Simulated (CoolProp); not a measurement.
Properties of diethyl ether at several states (Tc = 194.7 °C, pc = 37.17 bar, ω = 0.282).

Model: reference Helmholtz-energy equation of state, Thol 2014, in CoolProp.

| T (°C) | p (bar) | phase | density (kg/m³) | Joule-Thomson coefficient (K/MPa) | fugacity coefficient |
|---|---|---|---|---|---|
| 163.35 | 5.57 | gas | … | … | 0.9356 |
| 216.15 | 2.6 | gas | 4.836 | … | 0.9799 |
| 153.15 | 74.6 | liquid | 551.6 | … | … |

### Question
Complete the blanks.

### Answer

- 163.35, density (kg/m³): 12.22
- 163.35, Joule-Thomson coefficient (K/MPa): 10.82
- 216.15, Joule-Thomson coefficient (K/MPa): 7.029
- 153.15, Joule-Thomson coefficient (K/MPa): 0.1823
- 153.15, fugacity coefficient: 0.2384
